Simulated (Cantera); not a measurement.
A closed system holds: 1 mol AlCl3, 2.7 mol HCl, 48 mol H2, equilibrated at 500 °C and 0.0900 Torr.

These are equilibrium values from Cantera (NASA tables, ideal gas, pure condensed phases), not measurements of a reactor. Candidate condensed phases: Al, AlCl3; 12 gas species. The numbers say what is thermodynamically allowed, not how fast it happens.

Base state: H2 0.928, HCl 0.0522, AlCl3 0.0193 (mole fractions); condensed: gas only.

**Question.** What changes in the equilibrium state with this change: temperature from 500 °C to 1002 °C?

**Answer.** 
```csv
species,before,after
H2,0.928,0.915
HCl,0.0522,0.0659
AlCl3,0.0193,0.0113
AlCl,<1e-9,0.00613
AlCl2,1.26e-8,0.00181
```
The tables' values for AlCl2 are old estimates; treat these amounts as uncertain.
